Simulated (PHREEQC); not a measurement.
A solution holds 24 mmol/kgw KOH, at 20 °C. It is in equilibrium with CO2 at log p = -1 (atm). Otherwise closed; pH follows from the charge balance.

Model: Pitzer model, pitzer.dat, run in PHREEQC.

### Question
The ionic strength comes out as 0.0240 mol/kgw. What activity coefficients do K+, HCO3-, CO3-2 get?

### Answer
K+ 0.86, HCO3- 0.86, CO3-2 0.54. Single-ion values are on the MacInnes scale.

Precipitation was switched off in this run.
